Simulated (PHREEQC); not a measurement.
Make-up at 50 °C: 0.23 mol/kgw HCl, 0.2 mol/kgw FeCl3 and 0.015 mol/kgw KCl. Closed to the air; pH follows from the charge balance.

Equilibrium calculation in PHREEQC: ion-association model, phreeqc.dat.

Precipitation was switched off in this run.

Q: Estimate the pH.

A: pH 0.77.

Q: In which forms is Cl present?

A: Cl- 74 %, FeCl+2 18 %, FeCl2+ 7.6 % of the Cl.

The solution is supersaturated, for example in Hematite (slow to form), Goethite (slow to form), so a real one may precipitate; this is no full list. Caution: at this ionic strength the ion-association model is outside its range; a Pitzer model would be the better tool where its parameters exist. Complexes and solids missing from the database can't appear. At this temperature some constants are extrapolated from 25 °C, and those without enthalpy data are left unchanged.
